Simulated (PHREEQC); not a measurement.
Consider water at 80 °C with 9.4 mmol/kgw Cu(BF4)2 and 0.035 mmol/kgw HNO3. Closed to the air; pH follows from the charge balance.

The numbers come from PHREEQC with the ion-association model, phreeqc.dat.

**Question.** The ionic strength comes out as 0.0285 mol/kgw. What activity coefficients do BF(OH)3-, H+, Cu+2, NO3-, F- get?

**Answer.** BF(OH)3- 0.84, H+ 0.86, Cu+2 0.52, NO3- 0.83, F- 0.83.

Precipitation was switched off in this run. Away from 25 °C the constants follow the database's enthalpies or fits; those with neither stay at their 25 °C values. Real BF4- forms and hydrolyses slowly; the run takes it at equilibrium.
